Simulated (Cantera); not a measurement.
Feed: 1 mol C₂F₆, 11 mol H₂, at 1075 K and 8.20 Pa.

Cantera equilibrium calculation (NASA polynomials, part measured and part estimated; ideal gas, pure solids and liquids). Candidate condensed phases: C, C₆H₆, C₇H₈, C₈H₁₈; 95 gas species. The feed counts by its element totals alone. Rates play no part.

Q: What is the equilibrium state?

A: 
```
Property            Value
--------------  ---------
x(H₂)               0.571
x(HF)               0.429
x(H)              1.23e-6
x(CH₄)            1.21e-6
n(C(graphite))   2.00 mol
gas amount      14.00 mol
```
